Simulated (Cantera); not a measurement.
Equilibrium for aluminium and copper etching: Al + HBr + H2

Feed: 1 mol Al, a varied amount of HBr, 1.1 mol H2, at 627 °C and 1.28 Torr.

Method: chemical equilibrium by Gibbs-energy minimisation in Cantera with the NASA 1993 tables (ideal gas, pure condensed phases). Candidate condensed phases: Al, AlBr3, Br2; 11 gas species. Kinetics and transport are ignored.

| n(HBr) (mol) | x H2 | x HBr | x AlBr3 | x AlBr | x Al2Br6 | x Br | x Br2 | x H | n Al(s) |
|---|---|---|---|---|---|---|---|---|---|
| 1.9 | 0.758 | 4.78e-5 | 0.230 | 0.0112 | 1.48e-5 | 6.73e-10 | <1e-12 | 2.47e-9 | 0.346 |
| 2.3 | 0.740 | 4.84e-5 | 0.248 | 0.0115 | 1.71e-5 | 6.90e-10 | <1e-12 | 2.44e-9 | 0.210 |
| 2.7 | 0.726 | 4.88e-5 | 0.263 | 0.0117 | 1.92e-5 | 7.03e-10 | <1e-12 | 2.42e-9 | 0.0737 |
| 3.2 | 0.684 | 0.0526 | 0.263 | 9.53e-9 | 1.92e-5 | 7.81e-7 | 4.32e-10 | 2.35e-9 | 0 |
| 3.8 | 0.591 | 0.182 | 0.227 | 5.95e-10 | 1.43e-5 | 2.90e-6 | 5.96e-9 | 2.18e-9 | 0 |
| 4.6 | 0.500 | 0.308 | 0.192 | 1.49e-10 | 1.03e-5 | 5.34e-6 | 2.02e-8 | 2.00e-9 | 0 |
| 5.4 | 0.433 | 0.400 | 0.167 | 6.62e-11 | 7.72e-6 | 7.46e-6 | 3.94e-8 | 1.87e-9 | 0 |
| 6.5 | 0.366 | 0.493 | 0.141 | 3.11e-11 | 5.51e-6 | 1.00e-5 | 7.07e-8 | 1.72e-9 | 0 |
| 7.7 | 0.313 | 0.566 | 0.120 | 1.73e-11 | 4.03e-6 | 1.24e-5 | 1.09e-7 | 1.59e-9 | 0 |
x: gas mole fraction; n: condensed amount in mol.

From 1.9 mol HBr to 2.7 mol HBr the condensed part is Al(s). From 3.2 mol HBr to 7.7 mol HBr nothing is condensed. The main Al-bearing gas is AlBr3 throughout.
